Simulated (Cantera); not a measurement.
Input: 1 mol BCl3, 9.1 mol NH3, at 19.0 mbar.

These are equilibrium values from Cantera (NASA tables, ideal gas, pure condensed phases), not measurements of a reactor. Candidate condensed phases: B, BN, NH4Cl; 21 gas species. Rates play no part. All values below are at 1473 K.

Base state: H2 0.633, N2 0.211, HCl 0.156, H 7.30e-5, Cl 1.46e-5 (mole fractions); condensed: BN(s).

**Question.** What changes in the equilibrium state with this change: NH3 from 9.1 to 0.32 mol?

**Answer.** 
```csv
species,before,after
HCl,0.156,0.560
BCl3,3.48e-6,0.422
H2,0.633,0.0123
N2,0.211,0.00416
BCl2,1.46e-7,0.000691
BCl,1.91e-7,3.50e-5
Cl,1.46e-5,0.000376
H,7.30e-5,1.02e-5
"BN(s), mol",1.000,0.306
```
The tables' values for BCl2, BCl are old estimates; treat these amounts as uncertain. Gases not in the tables: BHCl2.
